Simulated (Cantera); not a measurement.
Input (Python, Cantera) and output of one run.

```python
import numpy as np
import cantera as ct

gas_names = [...]  # 123 gases of nasa_gas.yaml made of C, H, O, Si
cond_names = """
    C(gr) C6H6(L) C7H8(L) C8H18(L),n-octa H2O(s) H2O(L) Si(cr) Si(L) SiC(b) SiO2(Lqz) SiO2(hqz) SiO2(L)
""".split()


# ... load() reads the species with a 1 bar reference pressure and builds the phases ...
atoms = {
    'SiC': {'Si': 1, 'C': 1},
    'H2O': {'H': 2, 'O': 1},
    'H2': {'H': 2},
}
top_T = {'C(gr)': 4500, 'SiC(b)': 3050}  # K; cautious upper limits of use, not melting points


# ... equilibrate(T, P, feed) seeds the gas with the atoms and calls Mixture.equilibrate('TP', solver="vcs", rtol=1e-11, max_steps=5000) ...
results = []
feed = {'SiC': 1, 'H2O': 0.0073, 'H2': 18}  # mol
P = 210  # Pa
for T in [1373, 1448, 1523, 1598, 1673, 1748, 1823, 1898, 1973]:
    mix = equilibrate(T, P, feed)
    results.append((T, P, feed, dict(zip(mix.species_names, mix.species_moles))))

top = {s: max(r[3][s] / sum(r[3][g] for g in gas_names) for r in results) for s in gas_names}
cols = sorted((s for s in top if top[s] > 0.001), key=lambda s: -top[s])[:7]
seen = [c for c in cond_names if any(r[3].get(c, 0) > 1e-12 for r in results)]
print("log10 of partial pressures in bar; condensed amounts in mol")
print(f"{'T/K':>10s}" + "".join(f"{s[:9]:>10s}" for s in cols + seen))
for T, P, feed, n in results:
    ng = sum(n[g] for g in gas_names)
    print(f"{T:10.4g}" + "".join(f"{np.log10(max(n[s] / ng * P / 1e5, 1e-99)):10.3f}" for s in cols)
          + "".join(f"{n.get(c, 0):10.4g}" for c in seen))
```

Result:

```
log10 of partial pressures in bar; condensed amounts in mol
       T/K        H2         H        Si    SiC(b)
      1373    -2.678    -6.817   -10.303    0.9963
      1448    -2.678    -6.374    -9.360    0.9963
      1523    -2.678    -5.975    -8.512    0.9963
      1598    -2.678    -5.613    -7.751    0.9963
      1673    -2.679    -5.283    -7.087    0.9959
      1748    -2.680    -4.981    -6.560     0.995
      1823    -2.682    -4.704    -6.218    0.9933
      1898    -2.686    -4.450    -5.990    0.9901
      1973    -2.691    -4.216    -5.672    0.9793
```

Cantera equilibrium calculation (NASA polynomials, part measured and part estimated; ideal gas, pure solids and liquids).
